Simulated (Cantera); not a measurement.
What does this Cantera script print?

```python
import numpy as np
import cantera as ct

gas_names = [...]  # 91 gases of nasa_gas.yaml made of C, Cl, H
cond_names = """
    C(gr) C6H6(L) C7H8(L) C8H18(L),n-octa
""".split()


# ... load() reads the species with a 1 bar reference pressure and builds the phases ...
atoms = {
    'CH3Cl': {'C': 1, 'H': 3, 'CL': 1},
}
top_T = {'C(gr)': 4500}  # K; cautious upper limits of use, not melting points


# ... equilibrate(T, P, feed) seeds the gas with the atoms and calls Mixture.equilibrate('TP', solver="vcs", rtol=1e-11, max_steps=5000) ...
results = []
feed = {'CH3Cl': 1}  # mol
P = 68  # Pa
for T in [1700, 1850, 2000, 2150, 2300, 2450, 2600]:
    mix = equilibrate(T, P, feed)
    results.append((T, P, feed, dict(zip(mix.species_names, mix.species_moles))))
    x = sorted(zip(gas.X, gas.species_names), reverse=True)
    print(f"T = {T:g} K  P = {P:g} Pa  gas = {mix.phase_moles(0):.4g} mol")
    print("   x: " + "  ".join(f"{s} {v:.3e}" for v, s in x if v > 1e-05))
    print("   condensed (mol): " + ("  ".join(f"{mix.phase(i).name} {mix.phase_moles(i):.4g}"
          for i in range(1, mix.n_phases) if mix.phase_moles(i) > 1e-12) or "none"))
```

Result:

```
T = 1700 K  P = 68 Pa  gas = 2.007 mol
   x: H2 4.977e-01  HCL 4.951e-01  H 3.986e-03  CL 3.083e-03  C2H2,acetylene 3.654e-05
   condensed (mol): C(gr) 0.9999
T = 1850 K  P = 68 Pa  gas = 2.026 mol
   x: H2 4.917e-01  HCL 4.829e-01  H 1.449e-02  CL 1.081e-02  C2H2,acetylene 1.286e-04
   condensed (mol): C(gr) 0.9995
T = 2000 K  P = 68 Pa  gas = 2.076 mol
   x: H2 4.750e-01  HCL 4.512e-01  H 4.298e-02  CL 3.041e-02  C2H2,acetylene 3.649e-04
   condensed (mol): C(gr) 0.9985
T = 2150 K  P = 68 Pa  gas = 2.193 mol
   x: H2 4.363e-01  HCL 3.867e-01  H 1.068e-01  CL 6.927e-02  C2H2,acetylene 8.452e-04
   condensed (mol): C(gr) 0.9962
T = 2300 K  P = 68 Pa  gas = 2.425 mol
   x: H2 3.625e-01  HCL 2.856e-01  H 2.234e-01  CL 1.268e-01  C2H2,acetylene 1.566e-03  C2H 4.361e-05  C3 2.459e-05  C 1.230e-05
   condensed (mol): C(gr) 0.9919
T = 2450 K  P = 68 Pa  gas = 2.806 mol
   x: H 3.876e-01  H2 2.531e-01  CL 1.856e-01  HCL 1.708e-01  C2H2,acetylene 2.208e-03  C3 3.303e-04  C2H 2.179e-04  C 1.214e-04  C2 3.015e-05  C2HCL 1.572e-05
   condensed (mol): C(gr) 0.9829
T = 2600 K  P = 68 Pa  gas = 3.285 mol
   x: H 5.489e-01  CL 2.236e-01  H2 1.391e-01  HCL 8.083e-02  C3 3.257e-03  C2H2,acetylene 2.255e-03  C 9.175e-04  C2H 7.835e-04  C2 3.058e-04  C2HCL 1.756e-05  C4H2 1.516e-05  C5 1.473e-05
   condensed (mol): C(gr) 0.9423
```

These are equilibrium values from Cantera (NASA tables, ideal gas, pure condensed phases), not measurements of a reactor.
